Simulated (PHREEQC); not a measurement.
Copper plating or etch bath: an equilibrium model

Solution (25 °C): 0.0051 mol/kgw Cu(BF4)2, 0.45 mol/kgw HCl and 0.0088 mol/kgw KCl. Closed to the air; pH follows from the charge balance.

The numbers come from PHREEQC with the ion-association model, wateq4f.dat.

This is a speciation only: nothing precipitates in the calculation.

**Question.** Predict the pH, activity of water.

**Answer.** pH 0.47; activity of water 0.984.

**Question.** In which forms is F present?

**Answer.** BF4- 73 %, HF 24 %, BF3OH- 1.8 %, H2F2 1.3 % of the F.

Real BF4- forms and hydrolyses slowly; the run takes it at equilibrium.
